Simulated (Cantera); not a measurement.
Cantera run:

```python
import numpy as np
import cantera as ct

gas_names = """
    B BH BH2 BH3 BN BO BO2 B2 B2O B2O2 B2O3 B3O3H3 H HBO HBO2 HNO HNO2 HNO3 HO2 H2 H2O H2O2 H3B3O6 N NH
    NH2 NH3 NH2OH NO NO2 NO3 N2 N2H2 N2H4 N2O O OH O2 O3
""".split()
cond_names = """
    B(b) B(L) BN(s) B2O3(L) B3O3H3(cr) H2O(s) H2O(L)
""".split()


# ... load() reads the species with a 1 bar reference pressure and builds the phases ...
atoms = {
    'B': {'B': 1},
    'N2': {'N': 2},
    'H2O': {'H': 2, 'O': 1},
}
top_T = {'BN(s)': 3200}  # K; cautious upper limits of use, not melting points


# ... equilibrate(T, P, feed) seeds the gas with the atoms and calls Mixture.equilibrate('TP', solver="vcs", rtol=1e-11, max_steps=5000) ...
results = []
feed = {'B': 1, 'N2': 4.9, 'H2O': 3.9}  # mol
T = 1975  # K
P = 6000  # Pa
mix = equilibrate(T, P, feed)
results.append((T, P, feed, dict(zip(mix.species_names, mix.species_moles))))
print(gas.report(threshold=0.0001))
for i in range(1, mix.n_phases):
    print(f"{mix.phase(i).name:16s} {mix.phase_moles(i):12.5e} mol")
```

Result:

```
       temperature   1975 K
          pressure   6000 Pa
           density   0.0085663 kg/m^3
  mean mol. weight   23.445 kg/kmol
   phase of matter   gas

                          1 kg             1 kmol
                     ---------------   ---------------
          enthalpy       -1.9046e+06       -4.4653e+07  J
   internal energy       -2.6051e+06       -6.1074e+07  J
           entropy             12304        2.8845e+05  J/K
    Gibbs function       -2.6204e+07       -6.1435e+08  J
 heat capacity c_p            1841.8             43179  J/K
 heat capacity c_v            1487.1             34865  J/K

                      mass frac. Y      mole frac. X     chem. pot. / RT
                     ---------------   ---------------   ---------------
               BO2        0.00028677        0.00015706           -63.115
              B2O3          0.013596         0.0045788            -103.8
                 H        9.6001e-05         0.0022328           -12.044
               HBO        0.00045092        0.00038004           -52.725
              HBO2            0.1824          0.097599           -75.159
                H2          0.013738           0.15977           -24.088
               H2O           0.16041           0.20876           -46.522
                N2           0.62869           0.52614           -30.354
                OH        0.00020168        0.00027802           -34.478
     [  +30 minor]        0.00012124        0.00010226

B(b)              0.00000e+00 mol
BN(s)             0.00000e+00 mol
B2O3(L)           0.00000e+00 mol
B3O3H3(cr)        0.00000e+00 mol
```

These are equilibrium values from Cantera (NASA tables, ideal gas, pure condensed phases), not measurements of a reactor.
